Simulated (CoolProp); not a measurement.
Aqueous sodium chloride as a coolant, 7 % by mass, freezing at -4.4 °C, 1 atm.

Values from CoolProp's Melinder's fits for secondary coolants.

| T (°C) | viscosity (mPa s) | cp (kJ/(kg K)) | Prandtl number | conductivity (W/(m K)) |
|---|---|---|---|---|
| 0.3 | 1.94 | 3.815 | 13.2 | ? |
| 6.4 | 1.61 | ? | 10.8 | ? |
| 12.4 | 1.36 | 3.831 | 9.02 | 0.579 |
| 18.4 | 1.17 | 3.839 | 7.62 | 0.589 |
| 24.4 | 1.02 | 3.846 | 6.53 | 0.599 |
| 30.4 | ? | 3.853 | 5.68 | 0.608 |

**Question.** What belongs in the gaps?

**Answer.** 
- 0.3, conductivity (W/(m K)): 0.558
- 6.4, cp (kJ/(kg K)): 3.823
- 6.4, conductivity (W/(m K)): 0.569
- 30.4, viscosity (mPa s): 0.896
